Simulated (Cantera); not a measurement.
Input: 1 mol Si3N4, 2.8 mol O2, 950 mol H2, at 1998.15 K and 4430 Torr.

Equilibrium computed with Cantera from the NASA thermochemical tables; the gas is ideal and each condensed phase is pure. The numbers say what is thermodynamically allowed, not how fast it happens.

```csv
species,before,after
H,0.000658,0.658
H2,0.991,0.336
SiO,0.00314,0.00211
H2O,0.00272,0.00124
O,<1e-9,0.000345
OH,1.80e-7,0.000241
N2,0.00209,0.00140
```
Gas species are given as mole fractions.

Q: What was changed between the two runs?
(A) pressure from 4430 Torr to 0.00150 Torr
(B) temperature from 1998.15 K to 1225 K
(C) temperature from 1998.15 K to 1148.15 K
(D) temperature from 1998.15 K to 1600 K

A: A, pressure from 4430 Torr to 0.00150 Torr
